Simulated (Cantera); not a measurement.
## Thermodynamics of boron, boron nitride and boron oxide, feed borazine + H₂O + N₂

A closed system holds: 1 mol borazine, 7.5 mol H₂O, 150 mol N₂, at 465 Torr.

Method: chemical equilibrium by Gibbs-energy minimisation in Cantera with the NASA 1993 tables (ideal gas, pure condensed phases). Candidate condensed phases: B, BN, B₂O₃, B₃O₃H₃, H₂O; 39 gas species. The feed counts by its element totals alone. Rates play no part.

```csv
T (K),x N₂,x H₂,x HBO₂,x H₂O,x B₂O₃,n B₂O₃(l)
1700,0.927,0.0458,0.0151,0.0109,0.00126,0.0500
1725,0.927,0.0457,0.0154,0.0107,0.00140,0
1750,0.927,0.0457,0.0153,0.0108,0.00145,0
1775,0.927,0.0457,0.0152,0.0108,0.00150,0
1800,0.927,0.0457,0.0151,0.0109,0.00154,0
1825,0.927,0.0456,0.0150,0.0109,0.00158,0
1850,0.927,0.0456,0.0149,0.0110,0.00163,0
1875,0.927,0.0456,0.0148,0.0111,0.00167,0
1900,0.926,0.0455,0.0147,0.0111,0.00171,0
1925,0.926,0.0455,0.0146,0.0112,0.00175,0
```
x: gas mole fraction; n: condensed amount in mol.

At 1700 K the condensed part is B₂O₃(l). From 1725 K to 1925 K nothing is condensed. The main B-bearing gas is HBO₂ throughout.
